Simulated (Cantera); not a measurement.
An isothermal, constant-pressure homogeneous reactor starts with H2 : O2 = 0.072 : 1 (molar parts), equivalence ratio 0.036, at 1050 K and 2670 Pa.

Model: GRI-Mech 3.0 (53 species, 325 reactions), integrated in Cantera. Radical loss at walls, strong at low pressure, is not modelled. The temperature is held fixed by assumption; the heat of reaction is taken as removed at once.

x: mole fraction; the columns are a selection and need not sum to one.

```json
[
 {"t (s)": "0.000900", "x H2": "0.0672", "x O2": "0.933", "x HO2": "___", "x H2O2": "1.13e-11", "x OH": "4.58e-7"},
 {"t (s)": "0.00239", "x H2": "0.0159", "x O2": "0.904", "x HO2": "___", "x H2O2": "7.40e-7", "x OH": "0.00460"},
 {"t (s)": "0.00637", "x H2": "0.000872", "x O2": "0.916", "x HO2": "___", "x H2O2": "2.93e-7", "x OH": "0.00174"},
 {"t (s)": "0.0169", "x H2": "0.000165", "x O2": "0.928", "x HO2": "___", "x H2O2": "2.56e-7", "x OH": "0.000697"},
 {"t (s)": "0.0451", "x H2": "2.32e-5", "x O2": "0.930", "x HO2": "___", "x H2O2": "1.74e-7", "x OH": "0.000259"},
 {"t (s)": "0.120", "x H2": "3.25e-6", "x O2": "0.930", "x HO2": "___", "x H2O2": "8.83e-8", "x OH": "0.000102"},
 {"t (s)": "0.319", "x H2": "5.47e-7", "x O2": "0.930", "x HO2": "___", "x H2O2": "3.75e-8", "x OH": "4.50e-5"},
 {"t (s)": "0.848", "x H2": "1.17e-7", "x O2": "0.930", "x HO2": "___", "x H2O2": "1.49e-8", "x OH": "2.20e-5"},
 {"t (s)": "2.26", "x H2": "3.08e-8", "x O2": "0.930", "x HO2": "___", "x H2O2": "5.83e-9", "x OH": "1.17e-5"},
 {"t (s)": "6.00", "x H2": "9.30e-9", "x O2": "0.930", "x HO2": "___", "x H2O2": "2.25e-9", "x OH": "6.56e-6"}
]
```

Task: Some entries are withheld; supply them.

Result: 
- 0.000900, x HO2: 2.91e-8
- 0.00239, x HO2: 1.42e-5
- 0.00637, x HO2: 1.24e-5
- 0.0169, x HO2: 7.05e-6
- 0.0451, x HO2: 2.54e-6
- 0.120, x HO2: 6.71e-7
- 0.319, x HO2: 1.66e-7
- 0.848, x HO2: 4.49e-8
- 2.26, x HO2: 1.36e-8
- 6.00, x HO2: 4.67e-9
